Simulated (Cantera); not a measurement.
Feed: 1 mol CH3SiH3, 0.87 mol C3H8, 1.4 mol H2, held at 0.0160 bar.

These are equilibrium values from Cantera (NASA tables, ideal gas, pure condensed phases), not measurements of a reactor. Candidate condensed phases: C, C6H6, C7H8, C8H18, Si, SiC; 87 gas species. The feed counts by its element totals alone. Gases not in the tables: Si2H6 and higher silanes. Rates play no part. All values below are at 2548 K.

Base state: H2 0.692, H 0.203, Si 0.0668, SiC2 0.0199, C2H2 (acetylene) 0.00913, Si2C 0.00639, SiH 0.00173, Si2 0.000303 (mole fractions); condensed: C(graphite).

### Question
What changes in the equilibrium state with this change: H2 from 1.4 to 70 mol?

### Answer
| species | before | after |
|---|---|---|
| H2 | 0.692 | 0.764 |
| H | 0.203 | 0.214 |
| C2H2 (acetylene) | 0.00913 | 0.0101 |
| Si | 0.0668 | 0.00852 |
| SiC2 | 0.0199 | 0.00253 |
| Si2 | 0.000303 | 4.93e-6 |
| Si2C | 0.00639 | 0.000104 |
| SiC | 3.89e-5 | 4.96e-6 |
| SiH | 0.00173 | 0.000232 |
| C(graphite), mol | 2.97 | 1.33 |

### Question
What changes in the equilibrium state with this change: pressure from 0.0160 bar to 0.0440 bar?

### Answer
| species | before | after |
|---|---|---|
| H2 | 0.692 | 0.795 |
| H | 0.203 | 0.132 |
| Si | 0.0668 | 0.0411 |
| SiC2 | 0.0199 | 0.0122 |
| C2H2 (acetylene) | 0.00913 | 0.0105 |
| C | 1.99e-5 | 7.23e-6 |
| C3 | 6.46e-5 | 2.35e-5 |
| CH3 | 5.57e-6 | 1.14e-5 |
| C(graphite), mol | 2.97 | 2.76 |
| SiC(s), mol | 0 | 0.374 |
